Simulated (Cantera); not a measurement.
A closed system holds: 1 mol V2O3, 420 mol H2, 0.042 mol H2O, at 875 K and 2.60 bar.

Equilibrium computed with Cantera from the NASA thermochemical tables; the gas is ideal and each condensed phase is pure. Candidate condensed phases: H2O, V, VO, V2O3, V2O4, V2O5; 12 gas species. Condensed phases not in the tables: the oxides between V2O3 and V2O5 other than VO2. Kinetics and transport are ignored.

Task: What is the equilibrium state?

Result: 
| Quantity | Value |
|---|---|
| x(H2) | 1.000 |
| x(H2O) | 1.00e-4 |
| n(V2O3(s)) | 1.00 mol |
| gas amount | 420.0 mol |
| log10 activity of V(s) (absent) | -5.75 |
| log10 activity of V2O5(s) (absent) | -20.94 |
